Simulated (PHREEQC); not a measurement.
Solution (33 °C): 0.018 mol HF, 4.2e-05 mol NH4HF2 and 0.024 mol HCl per kg of water. Closed to the air; pH follows from the charge balance.

The numbers come from PHREEQC with the ion-association model, phreeqc.dat.

Each row changes one thing in this solution. Precipitation was switched off in this run.

```tsv
case	pH	ionic strength (mol/kgw)	HF (mol/kgw)	F- (mol/kgw)	HF2- (mol/kgw)
as made	1.67	0.0246	0.0175	0.000548	3.88e-5
HF from 0.018 to 0.036 mol/kgw	1.66	0.0252	0.0347	0.00107	___
HF from 0.018 to 0.0198 mol/kgw	1.66	0.0246	0.0192	0.000601	4.67e-5
NH4HF2 left out	1.67	0.0246	___	0.000545	3.84e-5
diluted 10-fold with water	2.58	0.00275	0.00146	0.000344	2.03e-6
HCl replaced by CaCl2 at the same molality	2.52	0.0757	0.0142	0.00349	___
0.00086 mol/kgw H2SO4 added	___	0.0261	0.0175	0.000528	3.74e-5
diluted 2-fold with water	1.95	0.0125	___	0.000490	1.69e-5
```

Question: Complete the blanks.

Answer: 
- HF from 0.018 to 0.036 mol/kgw, HF2- (mol/kgw): 0.000150
- NH4HF2 left out, HF (mol/kgw): 0.0174
- HCl replaced by CaCl2 at the same molality, HF2- (mol/kgw): 0.000201
- 0.00086 mol/kgw H2SO4 added, pH: 1.65
- diluted 2-fold with water, HF (mol/kgw): 0.00852

Some of these states are supersaturated (in Fluorite, for instance).
